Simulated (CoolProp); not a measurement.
Properties of chlorine along the isotherm 340.1 K (Tc = 416.9 K, pc = 7.642 MPa, ω = 0.070).

The numbers come from the reference Helmholtz-energy equation of state, Thol 2021 in CoolProp.

| p (MPa) | phase | density (kg/m³) | cp (kJ/(kg K)) | cv (kJ/(kg K)) | fugacity coefficient |
|---|---|---|---|---|---|
| 0.0121 | gas | 0.3037 | 0.4887 | 0.3709 | 0.9990 |
| 0.0229 | gas | 0.5753 | 0.4895 | [?] | 0.9982 |
| 0.0434 | gas | 1.092 | 0.4910 | 0.3718 | 0.9965 |
| 0.0823 | gas | 2.077 | 0.4938 | 0.3730 | 0.9934 |
| 0.156 | gas | 3.962 | 0.4993 | [?] | 0.9875 |
| 0.296 | gas | 7.607 | 0.5104 | 0.3794 | 0.9763 |
| 0.561 | gas | 14.76 | 0.5333 | 0.3879 | [?] |
| 1.06 | gas | 29.31 | 0.5863 | 0.4053 | 0.9150 |
| 2.02 | gas | 63.23 | 0.7596 | [?] | 0.8371 |
| 3.82 | liquid | 1260 | 1.076 | 0.4834 | [?] |

**Question.** What belongs in the gaps?

**Answer.** 
- 0.0229, cv (kJ/(kg K)): 0.3712
- 0.156, cv (kJ/(kg K)): 0.3752
- 0.561, fugacity coefficient: 0.9550
- 2.02, cv (kJ/(kg K)): 0.4476
- 3.82, fugacity coefficient: 0.4705
